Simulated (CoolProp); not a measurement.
Vapour-liquid equilibrium of ammonia (1) + benzene (2) at 91.85 °C; x and y are mole fractions of (1).

Values from CoolProp's multi-fluid Helmholtz-energy mixture model, Gao 2020 and Thol 2012; pair parameters Bell 2016.

| x | bubble pressure (kPa) | y at the bubble point | dew pressure at overall composition x (kPa) | liquid density (mol/L) |
|---|---|---|---|---|
| 0.05 | 542.9 | 0.726 | 151.5 | (withheld) |
| 0.125 | 1125 | 0.863 | (withheld) | 11.22 |
| 0.2 | 1655 | (withheld) | 180.9 | (withheld) |
| 0.275 | 2114 | 0.923 | 200.2 | 12.59 |
| 0.35 | 2498 | 0.934 | 223.9 | 13.39 |
| 0.425 | 2818 | 0.941 | 253.8 | 14.27 |
| 0.5 | 3091 | 0.947 | 292.8 | 15.25 |
| 0.575 | 3338 | 0.952 | 345.6 | 16.37 |
| 0.65 | 3585 | 0.957 | 421.6 | 17.64 |
| 0.725 | 3853 | 0.962 | 540.3 | 19.13 |
| 0.8 | (withheld) | 0.969 | 752.3 | 20.90 |
| 0.875 | 4532 | (withheld) | 1240 | (withheld) |
| 0.95 | 4975 | (withheld) | 3252 | 25.80 |

### Question
What belongs in the gaps?

### Answer

- 0.05, liquid density (mol/L): 10.62
- 0.125, dew pressure at overall composition x (kPa): 164.9
- 0.2, y at the bubble point: 0.904
- 0.2, liquid density (mol/L): 11.87
- 0.8, bubble pressure (kPa): 4162
- 0.875, y at the bubble point: 0.978
- 0.875, liquid density (mol/L): 23.06
- 0.95, y at the bubble point: 0.990

No azeotrope shows between x = 0.05 and 0.95.

The pair parameters rest on a limited set of measurements; away from them the model extrapolates. The gap from Raoult's law changes sign with composition, which may be real or a fault of the pair parameters; it wasn't checked against measurements.
